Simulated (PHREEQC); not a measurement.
Model water analysis in mg/L, 38 °C, pH 1.99, pe 12.2:

| constituent | mg/L |
|---|---|
| Na | 133 |
| K | 17.6 |
| Ca | 59.8 |
| Mg | 30.9 |
| Cl | 44.8 |
| S(6) as SO4 | 1510 |
| Li | 1.75 |
| Cd | 6.45 |
| B | 0.138 |
| Si as SiO2 | 6.4 |
| Al | 6.49 |
| Cu(2) | 0.0986 |

Valence states are taken as typed.

All values are PHREEQC results (ion-association model, wateq4f.dat), not measurements.

```csv
quantity,before,after
ionic strength (mol/kgw),0.0327,0.0846
SO4-2 (mol/kgw),0.00791,0.0248
HSO4- (mol/kgw),0.00642,0.0164
Ca+2 (mol/kgw),0.000993,0.00233
Mg+2 (mol/kgw),0.000756,0.00169
MgSO4 (mol/kgw),0.000517,0.00214
SI of Quartz (SiO2),-0.17,+0.31
SI of Gypsum (CaSO4:2H2O),-1.09,-0.45
```

Name the change that produced these shifts.
A) all concentrations times 3 at the same typed pH
B) S(6) from 1510 to 3020 mg/L
C) Cu(2) from 0.0986 to 0.296 mg/L

A, all concentrations times 3 at the same typed pH

Precipitation was switched off in this run. Some of these states are supersaturated (in Quartz (slow to form), for instance). Away from 25 °C the constants follow the database's enthalpies or fits; those with neither stay at their 25 °C values.
